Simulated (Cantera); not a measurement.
Cantera with NASA thermochemical tables; ideal gases at 1 bar, condensed phases pure. Values are per mole of reaction as written; species without (g) are pure solids or liquids, kept so even where they would boil at 1 bar.

Si3N4 + 3 Cl2(g) = 4 N(g) + 3 SiCl2(g)

```tsv
T (K)	ΔH° (kJ)	ΔS° (J/K)	ΔG° (kJ)	log10 K
1448	(withheld)	(withheld)	(withheld)	(withheld)
1548	(withheld)	(withheld)	(withheld)	(withheld)
1648	(withheld)	(withheld)	(withheld)	(withheld)
1748	(withheld)	(withheld)	(withheld)	(withheld)
1848	2109.5	673.9	864.2	-24.43
```

Problem. Some entries are withheld; supply them.

Solution. 
- 1448, ΔH° (kJ): 2124.6
- 1448, ΔS° (J/K): 683.1
- 1448, ΔG° (kJ): 1135.5
- 1448, log10 K: -40.96
- 1548, ΔH° (kJ): 2121.2
- 1548, ΔS° (J/K): 680.8
- 1548, ΔG° (kJ): 1067.3
- 1548, log10 K: -36.02
- 1648, ΔH° (kJ): 2117.5
- 1648, ΔS° (J/K): 678.4
- 1648, ΔG° (kJ): 999.4
- 1648, log10 K: -31.68
- 1748, ΔH° (kJ): 2113.6
- 1748, ΔS° (J/K): 676.1
- 1748, ΔG° (kJ): 931.7
- 1748, log10 K: -27.84
